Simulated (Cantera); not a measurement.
An isothermal, constant-pressure homogeneous reactor starts with CH₄ : N₂ = 1 : 57 (molar parts), at 1575 K and 0.132 atm.

Cantera simulation using GRI-Mech 3.0 (53 species, 325 reactions); the numbers are that mechanism's predictions, not measurements. GRI-Mech 3.0 stops at C3 and has no aromatics, soot or wall deposition, so with more carbon than oxygen in the feed, carbon stays in small species such as C2H2 where larger ones or solid carbon would form.

Question: Predict: x(CH₄) at 60.0 s; x(C₂H₂) at 60.0 s; x(HCN) at 60.0 s; x(CH₃) at 60.0 s; x(H) at 60.0 s.

Answer: 
```
Quantity                                              Value
-----------------  ----------------------------------------
x(CH₄) at 60.0 s    6.55e-5 (gas-phase equilibrium 6.24e-6)
x(C₂H₂) at 60.0 s  0.00844 (gas-phase equilibrium 0.000870)
x(HCN) at 60.0 s     2.39e-6 (gas-phase equilibrium 0.0152)
x(CH₃) at 60.0 s    9.54e-7 (gas-phase equilibrium 9.11e-8)
x(H) at 60.0 s      1.82e-5 (gas-phase equilibrium 1.83e-5)
```
